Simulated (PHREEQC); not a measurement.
Synthetic water in mmol/kgw, 19 °C, pH 5.94, pe 12.1: Na 0.226; K 0.0322; Ca 0.0606; Mg 0.00422; Cl 0.132; S(6) 0.0549; Alkalinity (meq/kgw) 0.136; Si 0.00171; N(5) 0.00133; Sr 0.00508; Ba 4.51e-05.

Valence states are taken as typed.

All values are PHREEQC results (ion-association model, wateq4f.dat), not measurements.

No solid was allowed to form.

Problem. Estimate the charge-balance error.

Solution. charge-balance error 2.4 %.

Problem. In which forms is Ba present?

Solution. Ba+2 98 %, BaSO4 2.2 % of the Ba.
